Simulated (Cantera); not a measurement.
A Cantera script and its output.

```python
import numpy as np
import cantera as ct

gas = ct.Solution("gri30.yaml")


def delay(T, t_max=10):
    gas.TPX = T, 33000, {'CH4': 1, 'H2': 0.14, 'O2': 3.45, 'N2': 13}
    reactor = ct.IdealGasConstPressureReactor(gas, clone=False)
    net = ct.ReactorNet([reactor])
    net.rtol, net.atol = 1e-8, 1e-16
    while net.time < t_max:
        t_old, T_old = net.time, reactor.T
        net.step()
        if reactor.T > T + 400:  # ignition: a rise of 400 K
            return t_old + (T + 400 - T_old) / (reactor.T - T_old) * (net.time - t_old)
    return np.nan


taus = []
for T in [1100, 1150, 1200, 1250, 1300, 1350, 1400]:
    taus.append(delay(T))
    print(f"T0 = {T:6g} K   tau = {taus[-1]:.4e} s")
```

Result:

```
T0 =   1100 K   tau = 7.4313e-02 s
T0 =   1150 K   tau = 3.9852e-02 s
T0 =   1200 K   tau = 2.1835e-02 s
T0 =   1250 K   tau = 1.2362e-02 s
T0 =   1300 K   tau = 7.2883e-03 s
T0 =   1350 K   tau = 4.4956e-03 s
T0 =   1400 K   tau = 2.9017e-03 s
```

Cantera simulation using GRI-Mech 3.0 (53 species, 325 reactions); the numbers are that mechanism's predictions, not measurements.
